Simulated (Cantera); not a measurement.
A closed system holds: 1 mol Fe(CO)5, 7.8 mol CO, 5.5 mol H2, held at 1575 K.

Points: P (Pa) = 10, 42, 180, 750, 3200, 13000, 56000, 240000, 1e+06.

Cantera's Mixture.equilibrate('TP', solver="vcs", rtol=1e-11, max_steps=5000) on the NASA tables stopped like this:

```
e-03  H 1.109e-03
   condensed (mol): Fe(c) 0.9702
T = 1575 K  P = 180 Pa  gas = 18.31 mol
   x: CO 6.990e-01  H2 3.001e-01  H 5.366e-04  Fe 3.796e-04
   condensed (mol): Fe(c) 0.993
T = 1575 K  P = 750 Pa  gas = 18.3 mol
   x: CO 6.993e-01  H2 3.003e-01  H 2.630e-04  Fe 9.110e-05
   condensed (mol): Fe(c) 0.9983
T = 1575 K  P = 3200 Pa  gas = 18.3 mol
   x: CO 6.994e-01  H2 3.004e-01  H 1.273e-04  Fe 2.135e-05
   condensed (mol): Fe(c) 0.9996
T = 1575 K  P = 13000 Pa  gas = 18.3 mol
   x: CO 6.994e-01  H2 3.004e-01  H 6.318e-05  H2O 2.804e-05  CO2 2.250e-05  CH4 2.134e-05
   condensed (mol): C(gr) 0.0002992  Fe(c) 0.9999
ERROR: FAILURE its = 5001!

*******************************************************************************
CanteraError thrown by MultiPhase::equilibrate:
VCS solver failed. Return code: -1
*******************************************************************************
```

### Question
What got this run through?

### Answer
This is not unique; one that fits is The failure is numerical, not chemical. The same input converged with solver="gibbs", rtol=1e-10, max_steps=50000, and the result passed a check of the equilibrium conditions:
```
T = 1575 K  P = 10 Pa  gas = 18.45 mol
   x: CO 6.939e-01  H2 2.970e-01  Fe 6.833e-03  H 2.265e-03
   condensed (mol): Fe(c) 0.874
T = 1575 K  P = 42 Pa  gas = 18.34 mol
   x: CO 6.979e-01  H2 2.993e-01  Fe 1.627e-03  H 1.109e-03
   condensed (mol): Fe(c) 0.9702
T = 1575 K  P = 180 Pa  gas = 18.31 mol
   x: CO 6.990e-01  H2 3.001e-01  H 5.366e-04  Fe 3.796e-04
   condensed (mol): Fe(c) 0.993
T = 1575 K  P = 750 Pa  gas = 18.3 mol
   x: CO 6.993e-01  H2 3.003e-01  H 2.630e-04  Fe 9.110e-05
   condensed (mol): Fe(c) 0.9983
T = 1575 K  P = 3200 Pa  gas = 18.3 mol
   x: CO 6.994e-01  H2 3.004e-01  H 1.273e-04  Fe 2.135e-05
   condensed (mol): Fe(c) 0.9996
T = 1575 K  P = 13000 Pa  gas = 18.3 mol
   x: CO 6.994e-01  H2 3.004e-01  H 6.318e-05  H2O 2.804e-05  CO2 2.250e-05  CH4 2.134e-05
   condensed (mol): C(gr) 0.0002992  Fe(c) 0.9999
T = 1575 K  P = 56000 Pa  gas = 18.29 mol
   x: CO 6.993e-01  H2 3.003e-01  H2O 1.207e-04  CO2 9.689e-05  CH4 9.184e-05  H 3.043e-05
   condensed (mol): C(gr) 0.00206  Fe(c) 1
T = 1575 K  P = 240000 Pa  gas = 18.28 mol
   x: CO 6.990e-01  H2 2.996e-01  H2O 5.159e-04  CO2 4.149e-04  CH4 3.918e-04  H 1.468e-05
   condensed (mol): C(gr) 0.009588  Fe(c) 1
T = 1575 K  P = 1e+06 Pa  gas = 18.2 mol
   x: CO 6.977e-01  H2 2.968e-01  H2O 2.126e-03  CO2 1.722e-03  CH4 1.602e-03
   condensed (mol): C(gr) 0.04053  Fe(c) 1
```

The gas is ideal and each condensed phase is pure. Iron dissolves carbon and melts from about 1420 K in contact with it, which pure phases cannot show. Condensed phases not in the tables: cementite and carbon dissolved in iron.
